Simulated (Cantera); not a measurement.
Input: 1 mol HMDSO, 0.11 mol CO2, 0.68 mol H2, at 823 K and 0.00133 bar.

Equilibrium computed with Cantera from the NASA thermochemical tables; the gas is ideal and each condensed phase is pure. The feed counts by its element totals alone. Equilibrium is a limit: real reactors are often held back by kinetics, nucleation or transport.

| species | before | after |
|---|---|---|
| H2 | 0.999 | 0.820 |
| CO | 3.50e-8 | 0.106 |
| H | <1e-9 | 0.0652 |
| Si | <1e-9 | 0.00532 |
| SiO | <1e-9 | 0.00117 |
| C2H2 (acetylene) | <1e-9 | 0.00101 |
| SiC2 | <1e-9 | 0.000306 |
| Si2C | <1e-9 | 0.000196 |
| SiH | <1e-9 | 0.000101 |
| CH4 | 0.00124 | 3.16e-7 |
| C(graphite), mol | 4.71 | 2.95 |
| SiC(s), mol | 1.39 | 1.92 |
| SiO2(α-quartz), mol | 0.610 | 0 |
Gas species are given as mole fractions.

Task: What was changed between the two runs?
A) temperature from 823 K to 1848.15 K
B) temperature from 823 K to 1300 K
C) pressure from 0.00133 bar to 6.90e-5 bar
D) temperature from 823 K to 2073 K

Result: D, temperature from 823 K to 2073 K
